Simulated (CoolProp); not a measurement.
Vapour-liquid equilibrium of R134a (1) + R236FA (2) at 144 kPa; x and y are mole fractions of (1).

Values from CoolProp's multi-fluid Helmholtz-energy mixture model, Tillner-Roth 1994 and Pan 2012; pair parameters Bell 2016.

| x | bubble temperature (°C) | y at the bubble point | dew temperature at overall composition x (°C) | liquid density (mol/L) |
|---|---|---|---|---|
| 0.05 | 5.4 | 0.114 | 6.5 | [?] |
| 0.2 | 0.2 | [?] | 3.8 | 9.999 |
| 0.35 | -4.3 | [?] | 0.9 | 10.53 |
| 0.5 | -8.1 | 0.726 | -2.3 | [?] |
| 0.65 | [?] | 0.835 | -6.0 | 11.69 |
| 0.8 | -14.6 | 0.918 | [?] | 12.32 |
| 0.95 | -17.3 | 0.982 | -15.9 | 13.01 |

Fill in the missing entries.


- 0.05, liquid density (mol/L): 9.493
- 0.2, y at the bubble point: 0.386
- 0.35, y at the bubble point: 0.582
- 0.5, liquid density (mol/L): 11.09
- 0.65, bubble temperature (°C): -11.5
- 0.8, dew temperature at overall composition x (°C): -10.4

No azeotrope shows between x = 0.05 and 0.95.

The pair parameters rest on a limited set of measurements; away from them the model extrapolates.
